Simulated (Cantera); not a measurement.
What does this Cantera script print?

```python
import numpy as np
import cantera as ct

gas_names = """
    Fe FeO Fe(OH)2 H HO2 H2 H2O H2O2 O OH O2 O3
""".split()
cond_names = """
    Fe(a) Fe(c) Fe(d) Fe(L) FeO(s) FeO(L) Fe(OH)2(s) Fe(OH)3(s) Fe2O3(s) Fe3O4(s) H2O(s) H2O(L)
""".split()


def load(file, names, dense=False):
    # The tables refer to 1 bar. Condensed volumes are neglected.
    table = {s.name: s for s in ct.Species.list_from_file(file)}
    out = []
    for n in names:
        d = dict(table[n].input_data)
        d["thermo"] = dict(d["thermo"], **{"reference-pressure": 1e5})
        if dense:
            d["equation-of-state"] = {"model": "constant-volume", "density": "1e6 g/cm^3"}
        out.append(ct.Species.from_dict(d))
    return out


gas = ct.Solution(thermo="ideal-gas", species=load("nasa_gas.yaml", gas_names))
cond = {s.name: ct.Solution(thermo="fixed-stoichiometry", species=[s], name=s.name)
        for s in load("nasa_condensed.yaml", cond_names, dense=True)}
atoms = {
    'Fe3O4': {'Fe': 3, 'O': 4},
    'H2': {'H': 2},
    'H2O': {'H': 2, 'O': 1},
}
top_T = {'Fe2O3(s)': 1830, 'Fe3O4(s)': 1870}  # K; cautious upper limits of use, not melting points


def equilibrate(T, P, feed):
    n = {}
    for name, mol in feed.items():
        for a, k in atoms[name].items():
            n[a] = n.get(a, 0.0) + k * mol
    gas.TPX = T, P, n
    mass = sum(n.values()) * gas.mean_molecular_weight
    gas.equilibrate("TP")
    valid = [c for c in cond.values() if c.min_temp <= T <= top_T.get(c.name, c.max_temp)]
    mix = ct.Mixture([(gas, mass / gas.mean_molecular_weight)] + [(c, 0.0) for c in valid])
    mix.T, mix.P = T, P
    mix.equilibrate("TP", solver="vcs", rtol=1e-11, max_steps=5000)
    return mix


results = []
feed = {'Fe3O4': 1, 'H2': 4.7, 'H2O': 0.97}  # mol
T = 1923.15  # K
P = 1000  # Pa
mix = equilibrate(T, P, feed)
results.append((T, P, feed, dict(zip(mix.species_names, mix.species_moles))))
x = sorted(zip(gas.X, gas.species_names), reverse=True)
print(f"T = {T:g} K  P = {P:g} Pa  gas = {mix.phase_moles(0):.4g} mol")
print("   x: " + "  ".join(f"{s} {v:.3e}" for v, s in x if v > 0.001))
print("   condensed (mol): " + ("  ".join(f"{mix.phase(i).name} {mix.phase_moles(i):.4g}"
      for i in range(1, mix.n_phases) if mix.phase_moles(i) > 1e-12) or "none"))
```

Result:

```
T = 1923.15 K  P = 1000 Pa  gas = 5.763 mol
   x: H2 6.262e-01  H2O 3.535e-01  Fe 1.219e-02  H 7.463e-03
   condensed (mol): FeO(L) 2.929
```

These are equilibrium values from Cantera (NASA tables, ideal gas, pure condensed phases), not measurements of a reactor. The tables' stoichiometric FeO is somewhat more stable than real wüstite, so its field is too wide. FeO: taken at fixed stoichiometry.
